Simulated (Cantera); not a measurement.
Input: 1 mol Si, 2.1 mol HCl, 1.9 mol H2, at 2500000 Pa.

Cantera equilibrium calculation (NASA polynomials, part measured and part estimated; ideal gas, pure solids and liquids). Candidate condensed phases: Si; 19 gas species. Gases not in the tables: Si2H6 and higher silanes. Equilibrium is a limit: real reactors are often held back by kinetics, nucleation or transport.

Over these rows the condensed part is Si(s). Partial pressures as log10 of bar:

```
T (K)  1000/T (1/K)  log p SiCl2  log p H2  log p SiHCl3  log p SiCl4  log p HCl
-----  ------------  -----------  --------  ------------  -----------  ---------
1098         0.9107        -2.23      1.30          0.36         0.28      -0.62
1148         0.8711        -1.91      1.30          0.35         0.27      -0.47
1198         0.8347        -1.62      1.30          0.34         0.27      -0.34
1248         0.8013        -1.35      1.30          0.33         0.26      -0.22
1298         0.7704        -1.10      1.30          0.32         0.25      -0.12
1348         0.7418            ?      1.29          0.30         0.23      -0.02
```

Task: Fit log p(SiCl2) = a + b·(1000/T) to the five rows, give the apparent enthalpy, and predict the row at 1348 K.

Result: Means: 1000/T = 0.8376, log p = -1.642. Sxy = -0.099047, Sxx = 0.0123078, so b = -8.05 and a = -1.642 − (-8.05)×0.8376 = 5.10.
Apparent enthalpy: −19.145 × (-8.05) = 154 kJ/mol. With the condensed phases at unit activity, 1/2 Si(s) + 1/2 SiCl4(g) = SiCl2(g) links this pressure to the main gases: over the six rows their terms move log p by -0.03 in all, so the slope is close to that reaction's ΔH°. The five rows lie within 0.01 of the line.
Prediction at 1348 K: 5.10 + (-8.05)×0.7418 = -0.87. The computed value is -0.88, 0.01 from the line.
